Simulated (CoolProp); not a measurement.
Vapour-liquid equilibrium of R143a (1) + fluoroethane (R161) (2) at 0.571 bar; x and y are mole fractions of (1).

Values from CoolProp's multi-fluid Helmholtz-energy mixture model, Lemmon and Jacobsen 2000 and Wu 2012; pair parameters Bell 2016.

```json
[
 {"x": "0.05", "bubble temperature, mixture model (°C)": "-50.0", "bubble temperature, Raoult's law (°C)": "-49.9", "y, mixture model": "0.083", "y, Raoult's law": "0.078"},
 {"x": "0.125", "bubble temperature, mixture model (°C)": "-51.0", "bubble temperature, Raoult's law (°C)": "-50.7", "y, mixture model": "[?]", "y, Raoult's law": "0.187"},
 {"x": "0.2", "bubble temperature, mixture model (°C)": "-51.9", "bubble temperature, Raoult's law (°C)": "-51.6", "y, mixture model": "0.295", "y, Raoult's law": "0.288"},
 {"x": "0.275", "bubble temperature, mixture model (°C)": "-52.7", "bubble temperature, Raoult's law (°C)": "-52.3", "y, mixture model": "0.385", "y, Raoult's law": "0.381"},
 {"x": "0.35", "bubble temperature, mixture model (°C)": "[?]", "bubble temperature, Raoult's law (°C)": "-53.1", "y, mixture model": "0.468", "y, Raoult's law": "0.467"},
 {"x": "0.425", "bubble temperature, mixture model (°C)": "-54.2", "bubble temperature, Raoult's law (°C)": "-53.8", "y, mixture model": "0.544", "y, Raoult's law": "0.546"},
 {"x": "0.5", "bubble temperature, mixture model (°C)": "-54.9", "bubble temperature, Raoult's law (°C)": "-54.5", "y, mixture model": "0.615", "y, Raoult's law": "0.620"},
 {"x": "0.575", "bubble temperature, mixture model (°C)": "-55.5", "bubble temperature, Raoult's law (°C)": "-55.2", "y, mixture model": "0.682", "y, Raoult's law": "0.689"},
 {"x": "0.65", "bubble temperature, mixture model (°C)": "-56.1", "bubble temperature, Raoult's law (°C)": "-55.8", "y, mixture model": "[?]", "y, Raoult's law": "0.753"},
 {"x": "0.725", "bubble temperature, mixture model (°C)": "-56.7", "bubble temperature, Raoult's law (°C)": "-56.5", "y, mixture model": "0.804", "y, Raoult's law": "0.813"},
 {"x": "0.8", "bubble temperature, mixture model (°C)": "-57.2", "bubble temperature, Raoult's law (°C)": "-57.1", "y, mixture model": "0.861", "y, Raoult's law": "0.868"},
 {"x": "0.875", "bubble temperature, mixture model (°C)": "-57.8", "bubble temperature, Raoult's law (°C)": "-57.7", "y, mixture model": "0.915", "y, Raoult's law": "0.920"},
 {"x": "0.95", "bubble temperature, mixture model (°C)": "-58.3", "bubble temperature, Raoult's law (°C)": "-58.3", "y, mixture model": "0.967", "y, Raoult's law": "0.969"}
]
```

**Question.** Fill in the missing entries.

**Answer.** 
- 0.125, y, mixture model: 0.195
- 0.35, bubble temperature, mixture model (°C): -53.5
- 0.65, y, mixture model: 0.745

The largest gap from Raoult's law is -0.4 K in bubble temperature, at x = 0.35. No azeotrope shows between x = 0.05 and 0.95.

Pair parameters are fitted to limited data, so mixtures are less certain than the pure fluids.
